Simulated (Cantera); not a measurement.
An isothermal, constant-pressure homogeneous reactor starts with 90.1 % N2O, 9.91 % H2O, at 1100 K and 760 Torr.

Detailed kinetics in Cantera: GRI-Mech 3.0 (53 species, 325 reactions). GRI-Mech 3.0 was tuned for natural gas; its chemistry of N2O as a main component is partial and can be far from experiment. The mechanism lacks the step 2 NO + O2 → 2 NO2, which can matter for NO2 below about 1400 K. The temperature is held fixed by assumption; the heat of reaction is taken as removed at once.

**Question.** Predict: x(N2O) at 20.0 s; x(H2O) at 20.0 s; x(O2) at 20.0 s; x(NO) at 20.0 s; x(OH) at 20.0 s; x(H2) at 20.0 s.

**Answer.** 
- x(N2O) at 20.0 s = 0.126 (gas-phase equilibrium 6.20e-9)
- x(H2O) at 20.0 s = 0.0727 (gas-phase equilibrium 0.0683)
- x(O2) at 20.0 s = 0.256 (gas-phase equilibrium 0.311)
- x(NO) at 20.0 s = 0.0207 (gas-phase equilibrium 9.23e-5)
- x(OH) at 20.0 s = 5.22e-6 (gas-phase equilibrium 6.20e-7)
- x(H2) at 20.0 s = 3.23e-9 (gas-phase equilibrium 1.62e-10)
